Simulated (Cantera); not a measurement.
Input: 1 mol BCl3, 3.4 mol O2, 2.3 mol N2, at 1500 K and 10.0 mbar.

Equilibrium computed with Cantera from the NASA thermochemical tables; the gas is ideal and each condensed phase is pure. Candidate condensed phases: B, BN, B2O3; 25 gas species. The tables' values for BOCl are old estimates; treat these amounts as uncertain. Rates play no part.

Base state: O2 0.369, N2 0.320, Cl 0.195, Cl2 0.111, B2O3 0.00217, BOCl 0.00136, NO 0.00103, ClO 0.000291 (mole fractions); condensed: B2O3(l).

Q: What changes in the equilibrium state with this change: temperature from 1500 K to 2325 K?

A: 
```
species         before     after
------------  --------  --------
Cl               0.195     0.340
O2               0.369     0.275
N2               0.320     0.260
Cl2              0.111  0.000250
O              2.46e-5    0.0301
BO2           0.000270    0.0455
B2O3           0.00217    0.0316
NO             0.00103    0.0109
BO             3.39e-9   0.00167
BOCl           0.00136   0.00476
B2O3(l), mol     0.479         0
```

Q: What changes in the equilibrium state with this change: temperature from 1500 K to 1523.15 K?

A: 
```
species         before     after
------------  --------  --------
O2               0.369     0.364
N2               0.320     0.316
Cl               0.195     0.214
Cl2              0.111    0.0985
B2O3           0.00217   0.00346
BO2           0.000270  0.000400
O              2.46e-5   3.34e-5
B2O3(l), mol     0.479     0.467
```

Q: What changes in the equilibrium state with this change: pressure from 10.0 mbar to 1.00 bar?

A: 
```csv
species,before,after
O2,0.369,0.404
N2,0.320,0.351
Cl2,0.111,0.216
Cl,0.195,0.0271
BOCl,0.00136,5.84e-5
B2O3,0.00217,2.17e-5
BO2,0.000270,8.73e-6
"B2O3(l), mol",0.479,0.500
```
